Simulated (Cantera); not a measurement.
Input (Python, Cantera):

```python
import numpy as np
import cantera as ct

gas = ct.Solution("gri30.yaml")
gas.TPX = 1650, 510000, {'CH4': 1, 'CO2': 1.2}
reactor = ct.IdealGasConstPressureReactor(gas, energy="off", clone=False)
net = ct.ReactorNet([reactor])
net.rtol, net.atol = 1e-08, 1e-18
show = ['CH4', 'CO2', 'H', 'O2', 'H2O2', 'HO2', 'HCO']
times = np.geomspace(1e-05, 3, 15)

steps = ct.SolutionArray(gas, extra=["t"])
rows = []
print(f"{'t/s':>10s}{'T/K':>9s}{'P/Pa':>11s}" + "".join(f"{s:>11s}" for s in show))
for t in times:
    while net.time < t:
        t_next = net.step()
        steps.append(gas.state, t=t_next)
    rows.append([np.interp(t, steps.t, y) for y in (steps.T, steps.P, *steps(*show).X.T)])
    print(f"{t:10.3e}{rows[-1][0]:9.1f}{rows[-1][1]:11.4g}" + "".join(f"{x:11.3e}" for x in rows[-1][2:]))
rate = np.gradient(steps.T, steps.t)
print("integrator steps:", len(steps.t))
if steps.T.max() > steps.T[0] + 200:
    print(f"time of steepest temperature rise: {steps.t[rate.argmax()]:.4e} s")
gas.TPX = 1650, 510000, {'CH4': 1, 'CO2': 1.2}
gas.equilibrate("TP")
print(f"equilibrium (TP): T = {gas.T:.1f} K  " + "  ".join(f"{s} {gas[s].X[0]:.3e}" for s in show))
```

Result:

```
       t/s      T/K       P/Pa        CH4        CO2          H         O2       H2O2        HO2        HCO
 1.000e-05   1650.0    5.1e+05  4.542e-01  5.454e-01  2.441e-07  1.631e-15  1.611e-16  1.573e-15  1.427e-11
 2.462e-05   1650.0    5.1e+05  4.537e-01  5.453e-01  2.964e-07  4.328e-15  1.678e-16  1.564e-15  1.416e-10
 6.060e-05   1650.0    5.1e+05  4.524e-01  5.452e-01  3.810e-07  1.174e-14  2.061e-16  1.806e-15  6.594e-10
 1.492e-04   1650.0    5.1e+05  4.487e-01  5.447e-01  6.381e-07  3.606e-14  3.566e-16  2.624e-15  2.332e-09
 3.672e-04   1650.0    5.1e+05  4.377e-01  5.424e-01  1.470e-06  1.445e-13  1.139e-15  5.353e-15  5.219e-09
 9.039e-04   1650.0    5.1e+05  4.081e-01  5.319e-01  3.489e-06  7.158e-13  5.357e-15  1.341e-14  5.959e-09
 2.225e-03   1650.0    5.1e+05  3.509e-01  5.023e-01  6.564e-06  2.940e-12  2.176e-14  3.105e-14  4.697e-09
 5.477e-03   1650.0    5.1e+05  2.672e-01  4.405e-01  1.011e-05  8.189e-12  8.339e-14  5.876e-14  4.916e-09
 1.348e-02   1650.0    5.1e+05  1.679e-01  3.297e-01  1.301e-05  1.384e-11  3.413e-13  8.084e-14  9.097e-09
 3.319e-02   1650.0    5.1e+05  8.128e-02  1.893e-01  1.511e-05  1.494e-11  1.126e-12  7.336e-14  1.777e-08
 8.170e-02   1650.0    5.1e+05  4.402e-02  1.163e-01  1.811e-05  1.032e-11  1.395e-12  4.921e-14  2.706e-08
 2.011e-01   1650.0    5.1e+05  4.032e-02  8.824e-02  2.011e-05  5.557e-12  7.894e-13  2.510e-14  3.484e-08
 4.951e-01   1650.0    5.1e+05  3.832e-02  6.244e-02  2.192e-05  2.758e-12  3.605e-13  1.075e-14  4.359e-08
 1.219e+00   1650.0    5.1e+05  3.237e-02  4.111e-02  2.366e-05  1.351e-12  1.502e-13  4.252e-15  5.201e-08
 3.000e+00   1650.0    5.1e+05  2.298e-02  2.671e-02  2.506e-05  6.694e-13  6.347e-14  1.734e-15  5.842e-08
integrator steps: 1797
equilibrium (TP): T = 1650.0 K  CH4 2.729e-05  CO2 1.264e-02  H 2.691e-05  O2 1.725e-13  H2O2 1.507e-14  HO2 3.941e-16  HCO 6.547e-08
```

Computed with Cantera and GRI-Mech 3.0 (53 species, 325 reactions).
